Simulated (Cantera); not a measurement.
An adiabatic, constant-pressure homogeneous reactor starts with CH4 : H2 : O2 : N2 = 1 : 1.3 : 5.1 : 19.2 (molar parts), at 1225 K and 29.0 bar. Integrator tolerance rtol = 1e-08.

Model: GRI-Mech 3.0 (53 species, 325 reactions), integrated in Cantera. The pressure lies above the range GRI-Mech 3.0 was tuned for (to about 10 atm).

**Question.** What does this change do: 1.6 parts H2O added?

**Answer.** 
```json
[
 {"quantity": "time of steepest temperature rise", "before": "0.157 ms", "after": "0.210 ms"},
 {"quantity": "temperature at 0.400 s", "before": "2316 K", "after": "2243 K"},
 {"quantity": "equilibrium temperature", "before": "2316 K", "after": "2243 K"},
 {"quantity": "x(CH4) at 0.400 s", "before": "<1e-12 (gas-phase equilibrium <1e-12)", "after": "<1e-12 (gas-phase equilibrium <1e-12)"},
 {"quantity": "x(H2) at 0.400 s", "before": "0.000179 (gas-phase equilibrium 0.000179)", "after": "0.000169 (gas-phase equilibrium 0.000169)"},
 {"quantity": "x(O2) at 0.400 s", "before": "0.0885 (gas-phase equilibrium 0.0885)", "after": "0.0841 (gas-phase equilibrium 0.0841)"},
 {"quantity": "x(NO2) at 0.400 s", "before": "3.90e-5 (gas-phase equilibrium 3.90e-5)", "after": "3.38e-5 (gas-phase equilibrium 3.38e-5)"},
 {"quantity": "x(CH2O) at 0.400 s", "before": "<1e-12 (gas-phase equilibrium <1e-12)", "after": "<1e-12 (gas-phase equilibrium <1e-12)"}
]
```

**Question.** What does this change do: initial temperature 1225 to 1350 K?

**Answer.** 
```
quantity                                                              before                                      after
---------------------------------  -----------------------------------------  -----------------------------------------
time of steepest temperature rise                                   0.157 ms                                    29.3 µs
temperature at 0.400 s                                                2316 K                                     2418 K
equilibrium temperature                                               2316 K                                     2418 K
x(CH4) at 0.400 s                      <1e-12 (gas-phase equilibrium <1e-12)      <1e-12 (gas-phase equilibrium <1e-12)
x(H2) at 0.400 s                   0.000179 (gas-phase equilibrium 0.000179)  0.000310 (gas-phase equilibrium 0.000310)
x(O2) at 0.400 s                       0.0885 (gas-phase equilibrium 0.0885)      0.0871 (gas-phase equilibrium 0.0871)
x(NO2) at 0.400 s                    3.90e-5 (gas-phase equilibrium 3.90e-5)    4.15e-5 (gas-phase equilibrium 4.15e-5)
x(CH2O) at 0.400 s                     <1e-12 (gas-phase equilibrium <1e-12)  2.03e-12 (gas-phase equilibrium 2.03e-12)
```
